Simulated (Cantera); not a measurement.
Charge: 1 mol FeS2, 1 mol H2, 0.59 mol N2, at 4.00 bar.

Method: chemical equilibrium by Gibbs-energy minimisation in Cantera with the NASA 1993 tables (ideal gas, pure condensed phases). Candidate condensed phases: Fe, FeS, FeS2, S; 16 gas species. FeS: taken at fixed stoichiometry. Kinetics and transport are ignored. All values below are at 1523 K.

Base state: H2S 0.378, N2 0.336, H2 0.189, S2 0.0941, SH 0.00237, NH3 1.11e-5 (mole fractions); condensed: FeS(l).

Question: What changes in the equilibrium state with this change: FeS2 replaced by CuO?

Answer: 
| species | before | after |
|---|---|---|
| H2O | 0 | 0.629 |
| N2 | 0.336 | 0.371 |
| H2 | 0.189 | 0.000131 |
| H2S | 0.378 | 0 |
| S2 | 0.0941 | 0 |
| SH | 0.00237 | 0 |
| O2 | 0 | 3.79e-5 |
| OH | 0 | 1.96e-5 |
| FeS(l), mol | 1.00 | 0 |
| Cu(l), mol | 0 | 1.000 |
| Cu2O(l), mol | 0 | 5.21e-5 |
Each liquid is taken as pure. Mutual solubility and eutectic melting of coexisting phases are not modelled. Further candidate phases: Cu, CuO, Cu(OH)2, Cu2O, H2O.

Question: What changes in the equilibrium state with this change: H2 from 1 to 1500 mol?

Answer: 
| species | before | after |
|---|---|---|
| H2 | 0.189 | 0.998 |
| H2S | 0.378 | 0.00133 |
| N2 | 0.336 | 0.000391 |
| S2 | 0.0941 | 4.18e-8 |
| SH | 0.00237 | 3.62e-6 |
| NH3 | 1.11e-5 | 4.56e-6 |
| H | 5.03e-6 | 1.15e-5 |
| FeS(l), mol | 1.00 | 0 |
| Fe(γ), mol | 0 | 1.000 |

Question: What changes in the equilibrium state with this change: N2 from 0.59 to 49 mol?

Answer: 
| species | before | after |
|---|---|---|
| N2 | 0.336 | 0.974 |
| H2 | 0.189 | 0.0130 |
| H2S | 0.378 | 0.00680 |
| S2 | 0.0941 | 0.00645 |
| NH3 | 1.11e-5 | 3.38e-7 |
| SH | 0.00237 | 0.000162 |
| FeS(l), mol | 1.00 | 1.00 |
